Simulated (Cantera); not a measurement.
An isothermal, constant-pressure homogeneous reactor starts with N2O : N2 = 1 : 3.9 (molar parts), at 1000 K and 100000 Pa. Integrator tolerance rtol = 1e-08.

Computed with Cantera and GRI-Mech 3.0 (53 species, 325 reactions). GRI-Mech 3.0 was tuned for natural gas; its chemistry of N2O as a main component is partial and can be far from experiment. The mechanism lacks the step 2 NO + O2 → 2 NO2, which can matter for NO2 below about 1400 K. The temperature is held fixed by assumption; the heat of reaction is taken as removed at once.

```tsv
quantity	before	after
x(N2O) at 10.0 s	0.191 (gas-phase equilibrium 1.98e-9)	5.02e-7 (gas-phase equilibrium 5.75e-8)
x(NO) at 10.0 s	0.000452 (gas-phase equilibrium 2.24e-5)	0.0368 (gas-phase equilibrium 0.000874)
x(NO2) at 10.0 s	7.34e-6 (gas-phase equilibrium 7.98e-7)	0.000117 (gas-phase equilibrium 3.09e-6)
x(N2) at 10.0 s	0.803 (gas-phase equilibrium 0.907)	0.889 (gas-phase equilibrium 0.907)
x(O2) at 10.0 s	0.00559 (gas-phase equilibrium 0.0926)	0.0741 (gas-phase equilibrium 0.0922)
x(O) at 10.0 s	3.73e-8 (gas-phase equilibrium 4.82e-11)	1.11e-6 (gas-phase equilibrium 1.24e-6)
```

### Question
What was changed between the two runs?
A. temperature 1000 to 1325 K
B. temperature 1000 to 1500 K
C. temperature 1000 to 1275 K
D. temperature 1000 to 1375 K

### Answer
B, temperature 1000 to 1500 K
